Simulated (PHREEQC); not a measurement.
Buffer (model solution)

Make-up at 25 °C: 0.0073 mol NaHSO4, 0.18 mol NaF and 0.00035 mol KCl per kg of water. Closed to the air; pH follows from the charge balance.

All values are PHREEQC results (ion-association model, phreeqc.dat), not measurements.

Each row changes one thing in this solution. This is a speciation only: nothing precipitates in the calculation.

```json
[
 {"case": "as made", "pH": "4.57", "ionic strength (mol/kgw)": "0.183", "Na+ (mol/kgw)": "0.177", "F- (mol/kgw)": "0.162", "NaF (mol/kgw)": "0.00848", "HF (mol/kgw)": "0.00449"},
 {"case": "NaF from 0.18 to 0.036 mol/kgw", "pH": "3.72", "ionic strength (mol/kgw)": "0.0493", "Na+ (mol/kgw)": "0.0422", "F- (mol/kgw)": "0.0279", "NaF (mol/kgw)": "0.000449", "HF (mol/kgw)": "0.00633"},
 {"case": "0.017 mol/kgw NaCl added", "pH": "4.56", "ionic strength (mol/kgw)": "0.200", "Na+ (mol/kgw)": "0.194", "F- (mol/kgw)": "0.161", "NaF (mol/kgw)": "0.00906", "HF (mol/kgw)": "0.00450"},
 {"case": "KCl left out", "pH": "4.57", "ionic strength (mol/kgw)": "0.183", "Na+ (mol/kgw)": "0.177", "F- (mol/kgw)": "0.162", "NaF (mol/kgw)": "0.00848", "HF (mol/kgw)": "0.00449"},
 {"case": "NaHSO4 from 0.0073 to 0.073 mol/kgw", "pH": "3.19", "ionic strength (mol/kgw)": "0.288", "Na+ (mol/kgw)": "0.231", "F- (mol/kgw)": "0.0863", "NaF (mol/kgw)": "0.00532", "HF (mol/kgw)": "0.0535"},
 {"case": "temperature from 25 to 15 °C", "pH": "4.48", "ionic strength (mol/kgw)": "0.183", "Na+ (mol/kgw)": "0.177", "F- (mol/kgw)": "0.162", "NaF (mol/kgw)": "0.00856", "HF (mol/kgw)": "0.00464"},
 {"case": "diluted 100-fold with water", "pH": "4.69", "ionic strength (mol/kgw)": "0.00197", "Na+ (mol/kgw)": "0.00187", "F- (mol/kgw)": "0.00175", "NaF (mol/kgw)": "1.70e-6", "HF (mol/kgw)": "5.11e-5"},
 {"case": "NaHSO4 replaced by NaCl at the same molality", "pH": "8.16", "ionic strength (mol/kgw)": "0.179", "Na+ (mol/kgw)": "0.178", "F- (mol/kgw)": "0.171", "NaF (mol/kgw)": "0.00908", "HF (mol/kgw)": "1.22e-6"}
]
```

Species that the database lacks are ignored.
